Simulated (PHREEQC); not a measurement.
Solution (20 °C): 4 mol/kgw LiBr, 0.24 mol/kgw SrCl2 and 0.00035 mol/kgw H4SiO4. Closed to the air; pH follows from the charge balance.

The numbers come from PHREEQC with the Pitzer model, pitzer.dat.

```tsv
quantity	before	after
pH	5.46	5.60
H3SiO4- (mol/kgw)	3.64e-7	2.51e-7
SI of SiO2(a) (SiO2)	-0.05	-0.35
```

Task: Which change was made?
(A) temperature from 20 to 15 °C
(B) diluted 5-fold with water
(C) SrCl2 from 0.24 to 0.36 mol/kgw
(D) H4SiO4 from 0.00035 to 0.000175 mol/kgw

Result: D, H4SiO4 from 0.00035 to 0.000175 mol/kgw

Precipitation was switched off in this run. In brines, pH and single-ion activities rest on the MacInnes convention.
